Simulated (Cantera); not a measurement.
## N2O furnace oxynitridation

An isothermal, constant-pressure homogeneous reactor starts with N₂O : H₂O = 1 : 0.32 (molar parts), at 1325 K and 100.0 Torr.

Cantera simulation using GRI-Mech 3.0 (53 species, 325 reactions); the numbers are that mechanism's predictions, not measurements. GRI-Mech 3.0 was tuned for natural gas; its chemistry of N2O as a main component is partial and can be far from experiment. The mechanism lacks the step 2 NO + O2 → 2 NO2, which can matter for NO2 below about 1400 K. The temperature is held fixed by assumption; the heat of reaction is taken as removed at once.

| t (s) | x N₂O | x H₂O | x O | x NO₂ | x NO | x N₂ |
|---|---|---|---|---|---|---|
| 6.00e-5 | 0.757 | 0.242 | 1.41e-5 | 4.60e-11 | 4.56e-6 | 4.68e-5 |
| 0.000241 | 0.757 | 0.242 | 1.58e-5 | 1.98e-8 | 2.72e-5 | 0.000216 |
| 0.000964 | 0.756 | 0.242 | 1.69e-5 | 2.13e-6 | 0.000122 | 0.000964 |
| 0.00386 | 0.751 | 0.242 | 1.73e-5 | 3.27e-5 | 0.000500 | 0.00413 |
| 0.0155 | 0.733 | 0.240 | 1.70e-5 | 0.000196 | 0.00193 | 0.0166 |
| 0.0621 | 0.666 | 0.234 | 1.62e-5 | 0.000532 | 0.00727 | 0.0624 |
| 0.249 | 0.470 | 0.217 | 1.46e-5 | 0.000672 | 0.0231 | 0.197 |
| 0.998 | 0.151 | 0.189 | 1.14e-5 | 0.000329 | 0.0474 | 0.416 |
| 4.00 | 0.00685 | 0.176 | 2.66e-6 | 0.000145 | 0.0554 | 0.517 |
x: mole fraction; the columns are a selection and need not sum to one.

Equilibrium at this temperature and pressure: N₂O 8.90e-9, H₂O 0.176, O 3.98e-7, NO₂ 1.82e-6, NO 0.000446, N₂ 0.549 (gas phase only).
